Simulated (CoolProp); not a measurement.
The numbers come from the reference Helmholtz-energy equation of state, Gao 2020 in CoolProp.

### Question
Give the vapour pressure (MPa), vapour Z, surface tension (mN/m) of saturated ammonia at 336.1, 347.8 K.

### Answer
```json
[
 {"T (K)": "336.1", "p (MPa)": "2.81", "vapour Z": "0.775", "surface tension (mN/m)": "12.1"},
 {"T (K)": "347.8", "p (MPa)": "3.68", "vapour Z": "0.731", "surface tension (mN/m)": "9.67"}
]
```

Surface tension comes from a separate correlation (Mulero 2012).
